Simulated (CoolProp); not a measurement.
Model: reference Helmholtz-energy equation of state, de Reuck 1990, in CoolProp.

### Question
For fluorine, give the phase and the density (kg/m³), speed of sound (m/s), Joule-Thomson coefficient (K/MPa), expansivity (1/kK) at 91.5 K and 5.61 MPa.

### Answer
- 91.5 K and 5.61 MPa: liquid; density 1470, speed of sound 794, Joule-Thomson coefficient -0.256, expansivity 4.74
